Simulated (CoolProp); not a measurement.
Values from CoolProp's reference Helmholtz-energy equation of state, Tillner-Roth 1994.

Q: For R134a, give the phase and the cp (kJ/(kg K)), Joule-Thomson coefficient (K/MPa) at 194.5 K and 140 kPa; 411.6 K and 140 kPa; 433.3 K and 140 kPa.

A: 
- 194.5 K and 140 kPa: liquid; cp 1.20, Joule-Thomson coefficient -0.358
- 411.6 K and 140 kPa: gas; cp 1.03, Joule-Thomson coefficient 7.50
- 433.3 K and 140 kPa: gas; cp 1.06, Joule-Thomson coefficient 6.40
